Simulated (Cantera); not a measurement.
Input: 1 mol LiOH, 1.6 mol H2O, 1.2 mol O2, at 1448.15 K and 750 Torr.

Method: chemical equilibrium by Gibbs-energy minimisation in Cantera with the NASA 1993 tables (ideal gas, pure condensed phases). Candidate condensed phases: H2O, Li, LiH, LiOH, Li2O; 17 gas species. Rates play no part.

Base state: H2O 0.624, O2 0.361, LiOH 0.0146, Li2(OH)2 0.000543, OH 0.000140 (mole fractions); condensed: Li2O(s).

### Question
What changes in the equilibrium state with this change: pressure from 750 Torr to 2.10 Torr?

### Answer
| species | before | after |
|---|---|---|
| H2O | 0.624 | 0.445 |
| O2 | 0.361 | 0.321 |
| LiOH | 0.0146 | 0.233 |
| Li | 1.73e-8 | 2.77e-5 |
| Li2O | 6.41e-7 | 0.000229 |
| O | 1.17e-6 | 2.09e-5 |
| H2 | 9.58e-7 | 1.37e-5 |
| Li2O(s), mol | 0.474 | 0.0624 |

### Question
What changes in the equilibrium state with this change: LiOH replaced by MgCO3?

### Answer
```tsv
species	before	after
H2O	0.624	0.421
O2	0.361	0.316
CO2	0	0.263
LiOH	0.0146	0
Li2(OH)2	0.000543	0
OH	0.000140	0.000111
Li2O(s), mol	0.474	0
MgO(s), mol	0	1.00
```
Further candidate phases: C, C6H6, C7H8, C8H18, Mg, MgCO3, MgO, Mg(OH)2.
